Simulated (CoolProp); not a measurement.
Vapour-liquid equilibrium of R134a (1) + R123 (2) at 0.0279 MPa; x and y are mole fractions of (1).

Model: multi-fluid Helmholtz-energy mixture model, Tillner-Roth 1994 and Younglove 1994; pair parameters Bell 2016, in CoolProp.

Task: Give the bubble temperature and the first vapour's composition at x = 0.05, 0.2, 0.95. Is there an azeotrope?

Result: x = 0.05: 259.5 K, y = 0.424; x = 0.2: 242.7 K, y = 0.807; x = 0.95: 223.0 K, y = 0.994. No azeotrope shows between x = 0.05 and 0.95.

Pair parameters are fitted to limited data, so mixtures are less certain than the pure fluids.
